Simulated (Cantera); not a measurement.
Feed: 1 mol Si3N4, 0.023 mol O2, a varied amount of N2, equilibrated at 2023 K and 1000 Pa.

Method: chemical equilibrium by Gibbs-energy minimisation in Cantera with the NASA 1993 tables (ideal gas, pure condensed phases). Candidate condensed phases: Si, SiO2, Si2N2O, Si3N4; 16 gas species. The tables' values for SiN are old estimates; treat these amounts as uncertain. The numbers say what is thermodynamically allowed, not how fast it happens.

x: gas mole fraction; n: condensed amount in mol.

| n(N2) (mol) | x N2 | x Si | x SiO | x Si2N | x SiN | n Si(l) |
|---|---|---|---|---|---|---|
| 110 | 0.994 | 0.00569 | 0.000408 | 0.000180 | 0.000140 | 2.24 |
| 150 | 0.994 | 0.00569 | 0.000301 | 0.000180 | 0.000140 | 1.98 |
| 200 | 0.994 | 0.00569 | 0.000226 | 0.000180 | 0.000140 | 1.66 |
| 240 | 0.994 | 0.00569 | 0.000189 | 0.000180 | 0.000140 | 1.41 |
| 290 | 0.994 | 0.00569 | 0.000157 | 0.000180 | 0.000140 | 1.09 |
| 330 | 0.994 | 0.00569 | (withheld) | 0.000180 | 0.000140 | (withheld) |
| 380 | 0.994 | 0.00569 | (withheld) | 0.000180 | 0.000140 | (withheld) |
| 420 | 0.994 | 0.00569 | 0.000108 | 0.000180 | 0.000140 | 0.257 |
| 470 | 0.994 | 0.00558 | 9.69e-5 | 0.000173 | 0.000137 | 0 |
| 510 | 0.994 | 0.00518 | 8.94e-5 | 0.000149 | 0.000127 | 0 |

Fill in the missing entries.


- 380, x SiO: 0.000120
- 380, n Si(l): 0.512
- 330, x SiO: 0.000138
- 330, n Si(l): 0.832
